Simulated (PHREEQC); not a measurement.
A solution holds 29 mmol/kgw NH4Cl and 0.012 mmol/kgw Na2B4O7, at 25 °C. Closed to the air; pH follows from the charge balance.

The numbers come from PHREEQC with the ion-association model, phreeqc.dat.

Each row changes one thing in this solution. This is a speciation only: nothing precipitates in the calculation.

```json
[
 {"case": "as made", "pH": "6.25", "ionic strength (mol/kgw)": "0.0290", "H2BO3- (mol/kgw)": "5.82e-8"},
 {"case": "NH4Cl left out", "pH": "8.92", "ionic strength (mol/kgw)": "2.40e-5", "H2BO3- (mol/kgw)": "1.56e-5"},
 {"case": "Na2B4O7 from 1.2e-05 to 1.32e-05 mol/kgw", "pH": "6.29", "ionic strength (mol/kgw)": "0.0290", "H2BO3- (mol/kgw)": "7.01e-8"},
 {"case": "NH4Cl from 0.029 to 0.0435 mol/kgw", "pH": "6.10", "ionic strength (mol/kgw)": "0.0435", "H2BO3- (mol/kgw)": "4.20e-8"},
 {"case": "diluted 100-fold with water", "pH": "6.51", "ionic strength (mol/kgw)": "0.000290", "H2BO3- (mol/kgw)": "9.07e-10"},
 {"case": "NH4Cl from 0.029 to 0.0261 mol/kgw", "pH": "6.29", "ionic strength (mol/kgw)": "0.0261", "H2BO3- (mol/kgw)": "6.35e-8"},
 {"case": "0.0065 mol/kgw FeCl2 added", "pH": "6.24", "ionic strength (mol/kgw)": "0.0481", "H2BO3- (mol/kgw)": "5.83e-8"},
 {"case": "NH4Cl from 0.029 to 0.0145 mol/kgw", "pH": "6.53", "ionic strength (mol/kgw)": "0.0145", "H2BO3- (mol/kgw)": "1.04e-7"},
 {"case": "Na2B4O7 from 1.2e-05 to 2.4e-06 mol/kgw", "pH": "5.71", "ionic strength (mol/kgw)": "0.0290", "H2BO3- (mol/kgw)": "3.33e-9"}
]
```

Complexes and solids missing from the database can't appear.
